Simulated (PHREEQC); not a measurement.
Make-up at 20 °C: 22 mmol/kgw Pb(NO3)2, 5.2 mmol/kgw ZnCl2, 0.63 mmol/kgw HCl and 0.45 mmol/kgw NaCl. Closed to the air; pH follows from the charge balance.

Model: ion-association model, phreeqc.dat, run in PHREEQC.

### Question
The ionic strength comes out as 0.0706 mol/kgw. What activity coefficients do Zn+2, Pb+2, ZnCl+, H+, Cl- get?

### Answer
Zn+2 0.42, Pb+2 0.41, ZnCl+ 0.79, H+ 0.84, Cl- 0.79.

No solid was allowed to form.
